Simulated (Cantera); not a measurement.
# CH₃SiH₃ + HCl + H₂ (silicon carbide growth)

Input: 1 mol CH₃SiH₃, 0.082 mol HCl, 6.8 mol H₂, held at 0.0180 bar.

These are equilibrium values from Cantera (NASA tables, ideal gas, pure condensed phases), not measurements of a reactor. Candidate condensed phases: C, C₆H₆, C₇H₈, C₈H₁₈, Si, SiC; 109 gas species. The feed counts by its element totals alone. The tables' values for SiCl are old estimates; treat these amounts as uncertain. Gases not in the tables: Si₂H₆ and higher silanes. Equilibrium is a limit: real reactors are often held back by kinetics, nucleation or transport.

From 1025 K to 2225 K the condensed part is SiC(s). The main Si-bearing gas is SiHCl₃ at 1025 K and Si at 2225 K.

```
T (K)   x H₂       x H    x HCl      x Si  x C₂H₂ (acetylene)      x Cl  n SiC(s)
-----  -----  --------  -------  --------  ------------------  --------  --------
1025   0.992   3.23e-8  0.00824    <1e-12              <1e-12  2.48e-10     1.000
1175   0.992   9.10e-7  0.00828  1.56e-12            4.76e-11   6.64e-9     1.000
1325   0.992   1.21e-5  0.00828  2.39e-10             4.60e-9   8.50e-8     1.000
1475   0.992   9.63e-5  0.00828   1.28e-8             1.79e-7   6.51e-7     1.000
1625   0.991  0.000524  0.00827   3.99e-7             2.38e-6   3.44e-6     1.000
1775   0.990   0.00215  0.00824   8.85e-6             1.23e-5   1.37e-5     1.000
1925   0.984   0.00707  0.00818  0.000101             6.99e-5   4.42e-5     0.999
2075   0.971    0.0196  0.00804  0.000698            0.000406  0.000120     0.991
2225   0.939    0.0468  0.00771   0.00360             0.00193  0.000279     0.953
```
x: gas mole fraction; n: condensed amount in mol.
